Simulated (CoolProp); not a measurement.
A Linde-Hampson liquefier for normal hydrogen: isothermal reversible compression at 280 K from 1 atm to 40 MPa, throttling to 1 atm, return gas leaving the recuperator 2 K below the feed. Each further row changes one setting.

Computed with CoolProp (reference Helmholtz-energy equation of state, Leachman 2009).

```
case                        compression work (kJ/kg of gas)
--------------------------  -------------------------------
as stated                                              7200
high pressure 80 MPa                                   8320
warm-end temperature 310 K                             7950
warm-end gap 7 K                                       7200
```
